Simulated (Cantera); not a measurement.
An isothermal, constant-pressure homogeneous reactor starts with C₂H₄ : H₂ : H₂O = 1 : 3.9 : 0.011 (molar parts), at 1575 K and 25000 Pa.

Cantera simulation using GRI-Mech 3.0 (53 species, 325 reactions); the numbers are that mechanism's predictions, not measurements. GRI-Mech 3.0 was tuned for natural gas; its chemistry of ethylene as a main component is partial and can be far from experiment. GRI-Mech 3.0 stops at C3 and has no aromatics, soot or wall deposition, so with more carbon than oxygen in the feed, carbon stays in small species such as C2H2 where larger ones or solid carbon would form.

One state of this run: x C₂H₄ = 0.196; x H₂ = 0.795; x C₂H = 3.01e-10; x C₂H₆ = 1.38e-5; x CH₄ = 1.35e-5; x CH₃ = 1.72e-7; x C₂H₂ = 0.00632. x: mole fraction; the columns are a selection and need not sum to one.

**Question.** Which value of t (s) does it belong to?
A) 0.000980
B) 0.0960
C) 0.00452
D) 9.41

**Answer.** A, 0.000980
